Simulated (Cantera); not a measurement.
**Thermodynamics of aluminium nitride and oxide growth, feed Al + NH3 + H2**

A closed system holds: 1 mol Al, 38 mol NH3, 480 mol H2, equilibrated at 0.0430 bar.

Cantera equilibrium calculation (NASA polynomials, part measured and part estimated; ideal gas, pure solids and liquids). Candidate condensed phases: Al, AlN; 13 gas species. Kinetics and transport are ignored.

```
T (K)   x H2    x N2       x H      x Al     x AlH  n AlN(s)
-----  -----  ------  --------  --------  --------  --------
1050   0.967  0.0333   3.85e-8    <1e-12    <1e-12      1.00
1150   0.967  0.0333   3.54e-7    <1e-12    <1e-12      1.00
1250   0.967  0.0333   2.29e-6  1.36e-12  1.07e-12      1.00
1350   0.967  0.0333   1.13e-5  1.29e-10  6.09e-11      1.00
1450   0.967  0.0333   4.48e-5   6.52e-9   1.96e-9     1.000
1550   0.967  0.0333  0.000149   1.97e-7   4.02e-8     1.000
1650   0.966  0.0333  0.000431   3.92e-6   5.67e-7     0.998
1750   0.966  0.0333   0.00110   5.51e-5   5.88e-6     0.966
1850   0.963  0.0335   0.00255  0.000577   4.69e-5     0.652
1950   0.959  0.0340   0.00541   0.00168  0.000107         0
2050   0.954  0.0339    0.0107   0.00170   8.64e-5         0
2150   0.945  0.0338    0.0198   0.00171   7.08e-5         0
```
x: gas mole fraction; n: condensed amount in mol.

From 1050 K to 1850 K the condensed part is AlN(s). From 1950 K to 2150 K nothing is condensed.
